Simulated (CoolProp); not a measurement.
A simple Rankine cycle with R141b: condensing at 313.15 K, boiler at 0.698 MPa, turbine inlet 379.5 K, turbine efficiency 0.9, pump efficiency 0.8, no recuperator. Each further row changes one setting.

Model: reference Helmholtz-energy equation of state, Lemmon 2006, in CoolProp. It is a short technical equation, of lower accuracy than the large ones.

```
case                             thermal efficiency (%)  net work (kJ/kg)  heat in (kJ/kg)  turbine exit temperature (K)  volume ratio over the turbine
-------------------------------  ----------------------  ----------------  ---------------  ----------------------------  -----------------------------
as stated                                          12.7              33.6              264                             …                           5.03
turbine inlet 399.5 K                              12.8              36.2                …                         347.5                           4.97
condensing temperature 305.15 K                       …              38.9                …                         319.6                              …
boiler pressure 0.489 MPa                             …              27.7              269                         339.7                           3.49
turbine efficiency 0.8                             11.3              29.8              264                             …                              …
```

Q: Complete the blanks.

A: 
- as stated, turbine exit temperature (K): 327.2
- turbine inlet 399.5 K, heat in (kJ/kg): 284
- condensing temperature 305.15 K, thermal efficiency (%): 14.2
- condensing temperature 305.15 K, heat in (kJ/kg): 273
- condensing temperature 305.15 K, volume ratio over the turbine: 6.50
- boiler pressure 0.489 MPa, thermal efficiency (%): 10.3
- turbine efficiency 0.8, turbine exit temperature (K): 331.7
- turbine efficiency 0.8, volume ratio over the turbine: 5.11
